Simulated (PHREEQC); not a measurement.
Dissolve 0.0023 mol/kgw CdCl2 and 0.016 mol/kgw CaCl2 at 27 °C. Closed to the air; pH follows from the charge balance.

The numbers come from PHREEQC with the ion-association model, wateq4f.dat.

Each row changes one thing in this solution. This is a speciation only: nothing precipitates in the calculation.

| case | pH | ionic strength (mol/kgw) | Cl- (mol/kgw) | SI of Portlandite (Ca(OH)2) |
|---|---|---|---|---|
| as made | 6.18 | 0.0519 | 0.0350 | -12.42 |
| CdCl2 left out | 6.93 | 0.0480 | 0.0320 | -10.90 |
| CaCl2 from 0.016 to 0.0144 mol/kgw | 6.18 | 0.0472 | 0.0319 | -12.45 |
| CdCl2 from 0.0023 to 0.023 mol/kgw | 5.68 | 0.0818 | 0.0592 | -13.46 |
| CdCl2 from 0.0023 to 0.00023 mol/kgw | 6.63 | 0.0484 | 0.0323 | -11.51 |
| 0.00037 mol/kgw HNO3 added | 3.50 | 0.0523 | 0.0350 | -17.77 |

Complexes and solids missing from the database can't appear.
